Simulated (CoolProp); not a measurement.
Model: reference Helmholtz-energy equation of state, Guder 2009, in CoolProp.

Task: For sulfur hexafluoride, give the phase and the Z, speed of sound (m/s), fugacity coefficient at 19.25 °C and 1560 kPa.

Result: 
- 19.25 °C and 1560 kPa: gas; Z 0.774, speed of sound 109, fugacity coefficient 0.817
